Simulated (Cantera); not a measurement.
A perfectly stirred reactor is fed with CH4 : O2 : N2 = 1 : 2.7 : 10.2 (molar parts), equivalence ratio 0.74, at 5.80 bar; it is adiabatic with a 748 K inlet, and is followed from long to short residence time, starting on the burning branch (τ in s: 0.17, 0.052, 0.016, 0.0049, 0.0015, 0.00046, 0.00014, 4.4e-05, 1.3e-05, 4.1e-06).

Computed with Cantera and GRI-Mech 3.0 (53 species, 325 reactions).

```
quantity                                                                      before                               after
------------------------------------------------  ----------------------------------  ----------------------------------
blow-out, bracketed by the residence times tried  burning at 44.0 µs, out at 13.0 µs  burning at 44.0 µs, out at 13.0 µs
x(CH4) at τ = 0.170 s                                                        3.97e-7                             7.61e-7
x(O2) at τ = 0.170 s                                                          0.0480                              0.0494
x(CH2O) at τ = 0.170 s                                                       6.20e-8                             1.04e-7
x(CH3) at τ = 0.170 s                                                        1.65e-7                             2.75e-7
x(CO) at τ = 0.170 s                                                         0.00101                            0.000441
x(CH4) at τ = 0.460 ms                                                       7.43e-5                            0.000107
x(O2) at τ = 0.460 ms                                                         0.0516                              0.0519
x(CH2O) at τ = 0.460 ms                                                      1.27e-5                             1.65e-5
x(CH3) at τ = 0.460 ms                                                       2.84e-5                             3.45e-5
x(CO) at τ = 0.460 ms                                                        0.00468                             0.00442
```

Which change was made?
A) inlet temperature 748 to 400 K
B) inlet temperature 748 to 575 K
C) N2 10.2 to 15 parts
D) inlet temperature 748 to 425 K

B, inlet temperature 748 to 575 K
